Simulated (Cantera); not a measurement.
A perfectly stirred reactor is fed with C2H4 : O2 : N2 : H2O = 1 : 2.5 : 9.4 : 0.35 (molar parts), equivalence ratio 1.2, at 1.00 bar; it is adiabatic with a 550 K inlet, and is followed from long to short residence time, starting on the burning branch (τ in s: 0.2, 0.067, 0.023, 0.0078, 0.0026, 0.0009, 0.00031, 0.0001, 3.6e-05, 1.2e-05, 4.1e-06).

Computed with Cantera and GRI-Mech 3.0 (53 species, 325 reactions). GRI-Mech 3.0 was tuned for natural gas; its chemistry of ethylene as a main component is partial and can be far from experiment.

### Question
What does this change do: inlet temperature 550 to 425 K?

### Answer
```tsv
quantity	before	after
blow-out, bracketed by the residence times tried	burning at 36.0 µs, out at 12.0 µs	burning at 36.0 µs, out at 12.0 µs
x(C2H4) at τ = 0.200 s	3.53e-7	5.10e-7
x(O2) at τ = 0.200 s	0.00171	0.00106
x(H2O) at τ = 0.200 s	0.148	0.150
x(CH4) at τ = 0.200 s	7.60e-8	1.57e-7
x(CH3) at τ = 0.200 s	2.20e-7	3.64e-7
x(C2H4) at τ = 0.900 ms	3.39e-5	4.00e-5
x(O2) at τ = 0.900 ms	0.00878	0.00819
x(H2O) at τ = 0.900 ms	0.135	0.136
x(CH4) at τ = 0.900 ms	1.46e-6	1.81e-6
x(CH3) at τ = 0.900 ms	9.65e-6	1.09e-5
```

### Question
What does this change do: O2 2.5 to 1.7 parts?

### Answer
```csv
quantity,before,after
"blow-out, bracketed by the residence times tried","burning at 36.0 µs, out at 12.0 µs","burning at 0.310 ms, out at 0.100 ms"
x(C2H4) at τ = 0.200 s,3.53e-7,2.75e-5
x(O2) at τ = 0.200 s,0.00171,0.000167
x(H2O) at τ = 0.200 s,0.148,0.0995
x(CH4) at τ = 0.200 s,7.60e-8,0.00102
x(CH3) at τ = 0.200 s,2.20e-7,9.64e-5
x(C2H4) at τ = 0.900 ms,3.39e-5,0.000729
x(O2) at τ = 0.900 ms,0.00878,0.00438
x(H2O) at τ = 0.900 ms,0.135,0.106
x(CH4) at τ = 0.900 ms,1.46e-6,0.000790
x(CH3) at τ = 0.900 ms,9.65e-6,0.000511
```
